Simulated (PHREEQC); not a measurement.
3.1 g of hydrous ferric oxide (600 m²/g; 0.2 weak and 0.005 strong sites per Fe, Dzombak-Morel constants, diffuse double layer) in 1 kg of water with 0.005 mol/kgw of an inert sodium salt and 14 mmol/kgw NaH2PO4, at 25 °C; the pH is set by adding NaOH or the inert anion's acid. Oxygen is held at 0.21 atm. CO2 from the air is kept out. No solid was allowed to form.

All values are PHREEQC results (ion-association model, wateq4f.dat), not measurements.

```
pH     P sorbed (%)  surface charge σ (C/m²)  surface potential ψ (mV)
-----  ------------  -----------------------  ------------------------
3              49.6                    0.009                        26
3.67           49.6                    0.006                        18
4.33           49.5                    0.001                         2
5              49.2                      [?]                       -20
5.67            [?]                   -0.015                       -43
6.33            [?]                   -0.027                       -65
7              42.4                   -0.042                       -83
7.67           35.6                   -0.059                       -93
8.33           28.9                   -0.071                       -98
9               [?]                   -0.083                      -103
9.67           12.6                   -0.100                      -109
10.33           6.0                   -0.122                      -117
11              1.5                   -0.167                      -130
```

What belongs in the gaps?


- 5, surface charge σ (C/m²): -0.006
- 5.67, P sorbed (%): 48.4
- 6.33, P sorbed (%): 46.5
- 9, P sorbed (%): 21.2

Complexes and solids missing from the database can't appear. H3PO4, which wateq4f.dat lacks, is added to it with the constant of phreeqc.dat. The oxide is taken as insoluble; below pH 4 it would dissolve.
